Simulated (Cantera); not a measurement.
A closed system holds: 1 mol Si, 0.73 mol NF3, held at 477 °C and 86.0 mbar.

Equilibrium computed with Cantera from the NASA thermochemical tables; the gas is ideal and each condensed phase is pure. Candidate condensed phases: Si, Si3N4; 16 gas species. The numbers say what is thermodynamically allowed, not how fast it happens.

Base state: SiF4 0.896, N2 0.104 (mole fractions); condensed: Si3N4(s).

Question: What changes in the equilibrium state with this change: 0.013 mol HCl added?

Answer: 
```
species        before    after
-------------  ------  -------
SiF4            0.896    0.878
N2              0.104    0.103
HCl                 0   0.0118
H2                  0  0.00454
SiCl4               0  0.00227
Si3N4(s), mol   0.151    0.150
```
Further candidate phases: NH4Cl.
